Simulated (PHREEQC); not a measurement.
Consider water at 25 °C with 0.0094 mol NaHF2 per kg of water. Closed to the air; pH follows from the charge balance.

Computed with PHREEQC (ion-association model, phreeqc.dat).

Precipitation was switched off in this run.

**Question.** Estimate the pH, specific conductance.

**Answer.** pH 3.19; specific conductance 1160 µS/cm.

**Question.** In which forms is F present?

**Answer.** F- 52 %, HF 45 %, HF2- 3.3 % of the F.
